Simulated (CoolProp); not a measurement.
Vapour-liquid equilibrium of m-xylene (1) + n-undecane (2) at 0.02 MPa; x and y are mole fractions of (1).

Values from CoolProp's multi-fluid Helmholtz-energy mixture model, Zhou 2012 and Aleksandrov 2011; pair parameters Bell 2016.

```
x     bubble temperature (°C)  y at the bubble point  dew temperature at overall composition x (°C)  liquid density (mol/L)
----  -----------------------  ---------------------  ---------------------------------------------  ----------------------
0.05                    134.0                  0.207                                          138.1                   4.267
0.2                     121.1                  0.578                                          134.2                   4.651
0.35                    111.5                  0.763                                          129.7                   5.066
0.5                     104.1                  0.866                                          124.3                   5.526
0.65                     98.0                  0.929                                          117.8                   6.045
0.8                      92.9                  0.968                                          109.1                   6.637
0.95                     88.7                  0.994                                           95.4                   7.324
```

No azeotrope shows between x = 0.05 and 0.95.

The pair parameters rest on a limited set of measurements; away from them the model extrapolates.
